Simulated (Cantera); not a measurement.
A closed system holds: 1 mol TiO₂, 0.62 mol CH₄, 0.04 mol CO, at 0.00270 bar.

Equilibrium computed with Cantera from the NASA thermochemical tables; the gas is ideal and each condensed phase is pure. Candidate condensed phases: C, C₆H₆, C₇H₈, C₈H₁₈, H₂O, Ti, TiC, TiO, TiO₂, Ti₂O₃, Ti₃O₅, Ti₄O₇; 113 gas species. Mutual solubility and eutectic melting of coexisting phases are not modelled. TiC, TiO: taken at fixed stoichiometry. Condensed phases not in the tables: solid solutions among these carbides, nitrides and lower oxides. Kinetics and transport are ignored.

x: gas mole fraction; n: condensed amount in mol.

```json
[
 {"T (K)": "1523", "x H₂": "0.669", "x CO": "0.330", "x H": "0.000364", "x H₂O": "3.18e-5", "x CO₂": "5.85e-6", "x TiO": "3.06e-9", "x Ti": "5.35e-11", "n TiC(s)": "0.0480", "n Ti₂O₃(s)": "0.476", "n TiO(s)": "0"},
 {"T (K)": "1548", "x H₂": "0.669", "x CO": "0.330", "x H": "0.000485", "x H₂O": "3.25e-5", "x CO₂": "5.76e-6", "x TiO": "6.99e-9", "x Ti": "1.49e-10", "n TiC(s)": "0.0480", "n Ti₂O₃(s)": "0.476", "n TiO(s)": "0"},
 {"T (K)": "1573", "x H₂": "0.669", "x CO": "0.330", "x H": "0.000640", "x H₂O": "3.33e-5", "x CO₂": "5.68e-6", "x TiO": "1.56e-8", "x Ti": "4.00e-10", "n TiC(s)": "0.0480", "n Ti₂O₃(s)": "0.476", "n TiO(s)": "0"},
 {"T (K)": "1598", "x H₂": "0.669", "x CO": "0.330", "x H": "___", "x H₂O": "3.40e-5", "x CO₂": "5.61e-6", "x TiO": "___", "x Ti": "___", "n TiC(s)": "0.0480", "n Ti₂O₃(s)": "0.476", "n TiO(s)": "0"},
 {"T (K)": "1623", "x H₂": "0.669", "x CO": "0.330", "x H": "___", "x H₂O": "3.47e-5", "x CO₂": "5.53e-6", "x TiO": "___", "x Ti": "___", "n TiC(s)": "0.0480", "n Ti₂O₃(s)": "0.476", "n TiO(s)": "0"},
 {"T (K)": "1648", "x H₂": "0.668", "x CO": "0.330", "x H": "0.00140", "x H₂O": "3.54e-5", "x CO₂": "5.46e-6", "x TiO": "1.48e-7", "x Ti": "6.47e-9", "n TiC(s)": "0.0480", "n Ti₂O₃(s)": "0.476", "n TiO(s)": "0"},
 {"T (K)": "1673", "x H₂": "0.668", "x CO": "0.330", "x H": "0.00179", "x H₂O": "3.61e-5", "x CO₂": "5.40e-6", "x TiO": "2.99e-7", "x Ti": "1.55e-8", "n TiC(s)": "0.0480", "n Ti₂O₃(s)": "0.476", "n TiO(s)": "0"},
 {"T (K)": "1698", "x H₂": "0.668", "x CO": "0.330", "x H": "0.00227", "x H₂O": "3.68e-5", "x CO₂": "5.33e-6", "x TiO": "5.92e-7", "x Ti": "3.60e-8", "n TiC(s)": "0.0480", "n Ti₂O₃(s)": "0.476", "n TiO(s)": "0"},
 {"T (K)": "1723", "x H₂": "0.667", "x CO": "0.330", "x H": "0.00287", "x H₂O": "3.74e-5", "x CO₂": "5.27e-6", "x TiO": "1.15e-6", "x Ti": "8.19e-8", "n TiC(s)": "0.0480", "n Ti₂O₃(s)": "0.476", "n TiO(s)": "0"},
 {"T (K)": "1748", "x H₂": "0.650", "x CO": "0.347", "x H": "0.00354", "x H₂O": "4.04e-5", "x CO₂": "5.97e-6", "x TiO": "2.09e-6", "x Ti": "1.60e-7", "n TiC(s)": "0", "n Ti₂O₃(s)": "0.380", "n TiO(s)": "0.240"},
 {"T (K)": "1773", "x H₂": "0.649", "x CO": "0.347", "x H": "0.00441", "x H₂O": "4.81e-5", "x CO₂": "6.92e-6", "x TiO": "3.61e-6", "x Ti": "2.72e-7", "n TiC(s)": "0", "n Ti₂O₃(s)": "0.380", "n TiO(s)": "0.240"}
]
```

Q: Some entries are withheld; supply them.

A: 
- 1598, x H: 0.000838
- 1598, x TiO: 3.38e-8
- 1598, x Ti: 1.04e-9
- 1623, x H: 0.00109
- 1623, x TiO: 7.15e-8
- 1623, x Ti: 2.63e-9
